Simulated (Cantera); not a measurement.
Reactions in the system Cl-H-Li

Standard-state values (1 bar) from the NASA 1993 polynomials, evaluated with Cantera. Values are per mole of reaction as written; species without (g) are pure solids or liquids, kept so even where they would boil at 1 bar.

HCl(g) + Li(g) ⇌ LiCl(g) + H(g)

| T (K) | ΔH° (kJ) | ΔS° (J/K) | ΔG° (kJ) | log10 K |
|---|---|---|---|---|
| 1448 | -38.2 | 11.1 | -54.2 | 1.96 |
| 1548 | -37.8 | 11.4 | -55.3 | 1.87 |
| 1648 | -37.4 | 11.6 | -56.5 | 1.79 |
| 1748 | -37.0 | 11.8 | -57.7 | 1.72 |
| 1848 | -36.7 | 12.0 | -58.8 | 1.66 |
| 1948 | -36.4 | 12.1 | -60.1 | 1.61 |
| 2048 | -36.1 | 12.3 | -61.3 | 1.56 |
| 2148 | -35.9 | 12.4 | -62.5 | 1.52 |
| 2248 | -35.6 | 12.5 | -63.8 | 1.48 |
